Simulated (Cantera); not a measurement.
An isothermal, constant-pressure homogeneous reactor starts with H2 : O2 = 0.092 : 1 (molar parts), equivalence ratio 0.046, at 925 K and 10.00 Torr.

Model: the H2/O2 subset of GRI-Mech 3.0, which has no nitrogen chemistry, integrated in Cantera. Radical loss at walls, strong at low pressure, is not modelled. Below about 950 K walls govern HO2 and H2O2 in real vessels. The temperature is held fixed by assumption; the heat of reaction is taken as removed at once.

x: mole fraction; the columns are a selection and need not sum to one.

```
t (s)         x H2   x O2      x OH       x H     x HO2       x O    x H2O2
--------  --------  -----  --------  --------  --------  --------  --------
1.00e-6     0.0842  0.916    <1e-12    <1e-12    <1e-12    <1e-12    <1e-12
1.09e-5     0.0842  0.916    <1e-12    <1e-12    <1e-12    <1e-12    <1e-12
0.000119    0.0842  0.916  1.37e-12  8.54e-12  9.73e-12  1.96e-12    <1e-12
0.00130     0.0842  0.916  1.36e-10  4.10e-10  1.24e-10  3.63e-10    <1e-12
0.0141           …  0.894         …         …         …         …         …
0.154      2.64e-5  0.912   7.76e-5   3.21e-6   1.45e-6   7.94e-5   8.99e-8
1.68             …  0.912         …         …         …         …         …
18.3       3.94e-9  0.912   2.22e-6  6.93e-11   2.56e-9   6.13e-8   2.11e-9
200       2.52e-10  0.912   6.02e-7  1.38e-12  2.40e-10   4.53e-9  2.75e-10
```

### Question
Complete the blanks.

### Answer

- 0.0141, x H2: 0.00417
- 0.0141, x OH: 0.00205
- 0.0141, x H: 0.0132
- 0.0141, x HO2: 1.26e-5
- 0.0141, x O: 0.0119
- 0.0141, x H2O2: 2.61e-7
- 1.68, x H2: 2.28e-7
- 1.68, x OH: 1.03e-5
- 1.68, x H: 6.81e-9
- 1.68, x HO2: 4.75e-8
- 1.68, x O: 1.29e-6
- 1.68, x H2O2: 1.47e-8
